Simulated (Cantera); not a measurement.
## Ti + CH4 (titanium nitride, carbide and oxide coatings)

Input: 1 mol Ti, 0.18 mol CH4, equilibrated at 10000 Pa.

Equilibrium computed with Cantera from the NASA thermochemical tables; the gas is ideal and each condensed phase is pure. Candidate condensed phases: C, C6H6, C7H8, C8H18, Ti, TiC; 77 gas species. Mutual solubility and eutectic melting of coexisting phases are not modelled. TiC: taken at fixed stoichiometry. Condensed phases not in the tables: N, O or C dissolved in the metal. Rates play no part.

From 1548 K to 1898 K the condensed part is Ti(β) + TiC(s). From 1948 K to 2098 K the condensed part is Ti(l) + TiC(s). The main Ti-bearing gas is Ti throughout.

```csv
T (K),x H2,x H,x Ti,x CH4,n Ti(β),n TiC(s),n Ti(l)
1548,1.000,9.74e-5,3.37e-8,5.50e-10,0.820,0.180,0
1598,1.000,0.000168,1.03e-7,6.98e-10,0.820,0.180,0
1648,1.000,0.000282,2.93e-7,8.74e-10,0.820,0.180,0
1698,1.000,0.000457,7.83e-7,1.08e-9,0.820,0.180,0
1748,0.999,0.000722,1.98e-6,1.32e-9,0.820,0.180,0
1798,0.999,0.00111,4.73e-6,1.60e-9,0.820,0.180,0
1848,0.998,0.00168,1.08e-5,1.92e-9,0.820,0.180,0
1898,0.998,0.00247,2.35e-5,2.27e-9,0.820,0.180,0
1948,0.996,0.00357,4.92e-5,2.68e-9,0,0.180,0.820
1998,0.995,0.00506,9.68e-5,3.20e-9,0,0.180,0.820
2048,0.993,0.00706,0.000184,3.79e-9,0,0.180,0.820
2098,0.990,0.00968,0.000339,4.45e-9,0,0.180,0.820
```
x: gas mole fraction; n: condensed amount in mol.
